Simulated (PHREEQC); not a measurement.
Synthetic water in mg/L, 25 °C, pH 2.64, pe 12.4:

```csv
constituent,mg/L
Na,462
K,3.84
Ca,196
Mg,47.2
Cl,265
S(6) as SO4,1500
Br,0.543
Cd,9.18
```

Valence states are taken as typed.

Computed with PHREEQC (ion-association model, wateq4f.dat).

| quantity | before | after |
|---|---|---|
| ionic strength (mol/kgw) | 0.0475 | 0.0900 |
| SO4-2 (mol/kgw) | 0.0113 | 0.0216 |
| Ca+2 (mol/kgw) | 0.00325 | 0.00589 |
| CaSO4 (mol/kgw) | 0.00162 | 0.00387 |
| HSO4- (mol/kgw) | 0.00143 | 0.00237 |
| Mg+2 (mol/kgw) | 0.00122 | 0.00217 |
| SI of Gypsum (CaSO4:2H2O) | -0.50 | -0.12 |
| SI of Epsomite (MgSO4:7H2O) | -3.36 | -2.99 |

Task: What was changed between the two runs?
A) K from 3.84 to 11.5 mg/L
B) temperature from 25 to 40 °C at the same typed pH
C) all concentrations times 2 at the same typed pH

Result: C, all concentrations times 2 at the same typed pH

Precipitation was switched off in this run.
